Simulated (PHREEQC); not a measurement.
A solution holds 0.014 mol/kgw NaH2PO4 and 0.6 mol/kgw HNO3, at 20 °C. It is in equilibrium with CO2 at log p = 0 (atm). Otherwise closed; pH follows from the charge balance.

The numbers come from PHREEQC with the ion-association model, phreeqc.dat.

This is a speciation only: nothing precipitates in the calculation.

**Question.** Estimate the pH.

**Answer.** pH 0.35.

**Question.** In which forms is P present?

**Answer.** H3PO4 97 %, H2PO4- 2.6 % of the P.
